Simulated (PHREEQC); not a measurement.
0.015 g of hydrous ferric oxide (600 m²/g; 0.2 weak and 0.005 strong sites per Fe, Dzombak-Morel constants, diffuse double layer) in 1 kg of water with 0.005 mol/kgw of an inert sodium salt, at 25 °C; the pH is set by adding NaOH or the inert anion's acid. Oxygen alone is held at its pressure in air (log pO2 = -0.68). CO2 from the air is kept out. Nothing may precipitate in this run.

Equilibrium calculation in PHREEQC: ion-association model, wateq4f.dat.

Predict surface charge σ (C/m²) at pH = 3, 7, 9, 10.


| pH | surface charge σ (C/m²) |
|---|---|
| 3 | 0.302 |
| 7 | 0.013 |
| 9 | -0.009 |
| 10 | -0.030 |

The oxide is taken as insoluble; below pH 4 it would dissolve.
